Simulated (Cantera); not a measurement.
Adiabatic ignition

An adiabatic, constant-volume homogeneous reactor starts with 21.7 % CO, 6.08 % H2, 1.58 % CH4, 14.0 % O2, 52.5 % N2, 4.13 % CO2, at 975 K and 1.01 bar.

Model: GRI-Mech 3.0 (53 species, 325 reactions), integrated in Cantera. Below about 1000 K GRI-Mech 3.0 lacks low-temperature oxidation paths.

```tsv
t (s)	T (K)	P (bar)	x CO	x H2	x CH4	x N2O	x H
4.00e-6	975	1.01	0.217	0.0608	0.0158	<1e-12	3.43e-11
9.16e-6	975	1.01	0.217	0.0608	0.0158	<1e-12	1.05e-10
2.10e-5	975	1.01	0.217	0.0608	0.0158	<1e-12	2.48e-10
4.80e-5	975	1.01	0.217	0.0608	0.0158	<1e-12	4.71e-10
0.000110	975	1.01	0.217	0.0608	0.0158	<1e-12	9.10e-10
0.000252	975	1.01	0.217	0.0608	0.0158	<1e-12	2.60e-9
0.000577	975	1.01	0.217	0.0608	0.0158	<1e-12	1.96e-8
0.00132	976	1.01	0.217	0.0607	0.0158	1.31e-11	5.87e-6
0.00303	2761	2.65	0.110	0.00726	<1e-12	5.97e-7	0.00375
0.00693	2753	2.64	0.110	0.00733	<1e-12	6.41e-7	0.00367
0.0159	2753	2.64	0.110	0.00733	<1e-12	6.42e-7	0.00367
0.0364	2753	2.64	0.110	0.00733	<1e-12	6.42e-7	0.00367
0.0833	2753	2.64	0.110	0.00733	<1e-12	6.42e-7	0.00367
0.191	2753	2.64	0.110	0.00733	<1e-12	6.42e-7	0.00367
0.437	2753	2.64	0.110	0.00733	<1e-12	6.42e-7	0.00367
1.00	2753	2.64	0.110	0.00733	<1e-12	6.42e-7	0.00367
```
x: mole fraction; the columns are a selection and need not sum to one.

```
Property                                                             Value
---------------------------------  ---------------------------------------
time of steepest temperature rise                                  2.14 ms
temperature at 1.00 s                                               2753 K
equilibrium temperature                                             2753 K
x(CO) at 1.00 s                        0.110 (gas-phase equilibrium 0.110)
x(H2) at 1.00 s                    0.00733 (gas-phase equilibrium 0.00733)
x(CH4) at 1.00 s                     <1e-12 (gas-phase equilibrium <1e-12)
```
